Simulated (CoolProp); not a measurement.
Vapour-liquid equilibrium of R227EA (1) + n-butane (2) at 335.4 K; x and y are mole fractions of (1).

The numbers come from the multi-fluid Helmholtz-energy mixture model, Lemmon 2016 and Bücker 2006; pair parameters Bell 2016 in CoolProp.

| x | bubble pressure, mixture model (bar) | bubble pressure, Raoult's law (bar) | y, mixture model | y, Raoult's law |
|---|---|---|---|---|
| 0.05 | 8.244 | 7.024 | 0.191 | 0.088 |
| 0.2 | ___ | 7.875 | 0.427 | 0.315 |
| 0.35 | ___ | 8.726 | 0.526 | 0.498 |
| 0.5 | ___ | 9.577 | ___ | 0.648 |
| 0.65 | 13.41 | 10.43 | 0.678 | 0.774 |
| 0.8 | 13.40 | 11.28 | 0.782 | 0.880 |
| 0.95 | 12.80 | 12.13 | 0.933 | 0.972 |

**Question.** Some entries are withheld; supply them.

**Answer.** 
- 0.2, bubble pressure, mixture model (bar): 10.98
- 0.35, bubble pressure, mixture model (bar): 12.28
- 0.5, bubble pressure, mixture model (bar): 13.01
- 0.5, y, mixture model: 0.599

The largest gap from Raoult's law is +40.7 % in bubble pressure, at x = 0.35. y crosses x between x = 0.65 and 0.8: the model has an azeotrope there.

The pair parameters rest on a limited set of measurements; away from them the model extrapolates.
